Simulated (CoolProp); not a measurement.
Vapour-liquid equilibrium of methanol (1) + n-undecane (2) at 409.1 K; x and y are mole fractions of (1).

Values from CoolProp's multi-fluid Helmholtz-energy mixture model, de Reuck 1993 and Aleksandrov 2011; pair parameters Bell 2016.

Task: Give the bubble pressure and the first vapour's composition at x = 0.425, 0.5, 0.65. Is there an azeotrope?

Result: x = 0.425: 0.6717 MPa, y = 0.983; x = 0.5: 0.7615 MPa, y = 0.986; x = 0.65: 0.8261 MPa, y = 0.987. No azeotrope shows between x = 0.05 and 0.95.

The pair parameters rest on a limited set of measurements; away from them the model extrapolates. The gap from Raoult's law changes sign with composition, which may be real or a fault of the pair parameters; it wasn't checked against measurements. With so large a gap from Raoult's law the liquid may split in two, which this calculation doesn't test in full.
